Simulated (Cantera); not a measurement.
A perfectly stirred reactor is fed with N2O : H2 : N2 = 1 : 0.0086 : 6.9 (molar parts), at 1.18 atm; it is held at 1525 K, and followed from long to short residence time.

Cantera simulation using GRI-Mech 3.0 (53 species, 325 reactions); the numbers are that mechanism's predictions, not measurements. GRI-Mech 3.0 was tuned for natural gas; its chemistry of N2O as a main component is partial and can be far from experiment. The temperature is held fixed by assumption; the heat of reaction is taken as removed at once.

One state of this run: x N2O = 0.0924; x H2 = 6.28e-5; x HO2 = 7.75e-7; x NO = 0.00682; x H = 8.65e-7; x O2 = 0.0120. x: mole fraction; the columns are a selection and need not sum to one.

Question: Which value of τ (s) does it belong to?
A. 0.0040
B. 3.9
C. 12
D. 1.2

Answer: A, 0.0040
